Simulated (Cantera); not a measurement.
An isothermal, constant-pressure homogeneous reactor starts with N₂O : O₂ = 1 : 0.14 (molar parts), at 1175 K and 0.0470 bar.

Detailed kinetics in Cantera: GRI-Mech 3.0 (53 species, 325 reactions). GRI-Mech 3.0 was tuned for natural gas; its chemistry of N2O as a main component is partial and can be far from experiment. Radical loss at walls, strong at low pressure, is not modelled. The mechanism lacks the step 2 NO + O2 → 2 NO2, which can matter for NO2 below about 1400 K. The temperature is held fixed by assumption; the heat of reaction is taken as removed at once.

Q: Predict: x(N₂O) at 10.0 s; x(O₂) at 10.0 s; x(NO) at 10.0 s; x(O) at 10.0 s; x(NO₂) at 10.0 s; x(N₂) at 10.0 s.

A: 
| Property | Result |
|---|---|
| x(N₂O) at 10.0 s | 0.685 (gas-phase equilibrium 2.63e-9) |
| x(O₂) at 10.0 s | 0.175 (gas-phase equilibrium 0.390) |
| x(NO) at 10.0 s | 0.0127 (gas-phase equilibrium 0.000194) |
| x(O) at 10.0 s | 1.22e-6 (gas-phase equilibrium 4.23e-8) |
| x(NO₂) at 10.0 s | 7.79e-6 (gas-phase equilibrium 1.09e-6) |
| x(N₂) at 10.0 s | 0.127 (gas-phase equilibrium 0.610) |
